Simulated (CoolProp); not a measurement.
Vapour-liquid equilibrium of dimethyl carbonate (1) + n-heptane (2) at 92.95 °C; x and y are mole fractions of (1).

Computed with CoolProp (multi-fluid Helmholtz-energy mixture model, Zhou 2011 and Span 2003; pair parameters Bell 2016).

```tsv
x	bubble pressure (bar)	y at the bubble point	dew pressure at overall composition x (bar)	liquid density (mol/L)
0.05	0.9941	0.169	0.8973	6.306
0.2	1.248	0.413	1.022	6.721
0.35	1.363	0.518	1.176	7.209
0.5	1.408	0.577	1.346	7.790
0.65	1.415	0.624	1.407	8.491
0.8	1.382	0.693	1.288	9.340
0.95	1.227	0.865	1.151	10.37
```

y crosses x between x = 0.5 and 0.65: the model has an azeotrope there.

The pair parameters rest on a limited set of measurements; away from them the model extrapolates.
